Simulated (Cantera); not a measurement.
# Ignition delay

Mixture: CO : H2 : CH4 : O2 : N2 = 1 : 0.26 : 0.032 : 0.578 : 2.17 (molar parts), at 360000 Pa, adiabatic and at constant volume. Ignition delay is the time to a rise of 400 K.

Cantera simulation using GRI-Mech 3.0 (53 species, 325 reactions); the numbers are that mechanism's predictions, not measurements. Below about 1000 K GRI-Mech 3.0 lacks low-temperature oxidation paths. Where the delays flatten at high temperature, the 400 K rule measures the pace of heat release, not the induction time.

| T0 (K) | delay (ms) |
|---|---|
| 950 | 9.54 |
| 1000 | 2.08 |
| 1050 | 0.480 |
| 1100 | 0.147 |
| 1150 | 0.0633 |
| 1200 | 0.0357 |
| 1250 | 0.0236 |
| 1300 | 0.0172 |
| 1350 | 0.0133 |
| 1400 | 0.0107 |

The apparent activation energy between 1300 and 1400 K is 71 kJ/mol.
